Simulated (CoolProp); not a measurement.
Values from CoolProp's reference Helmholtz-energy equation of state, Lemmon 2013.

Task: For propylene, give the phase and the density (kg/m³), cp (kJ/(kg K)), Joule-Thomson coefficient (K/MPa), fugacity coefficient at 392.6 K and 310 bar.

Result: 
- 392.6 K and 310 bar: supercritical; density 465, cp 2.65, Joule-Thomson coefficient -0.0530, fugacity coefficient 0.299
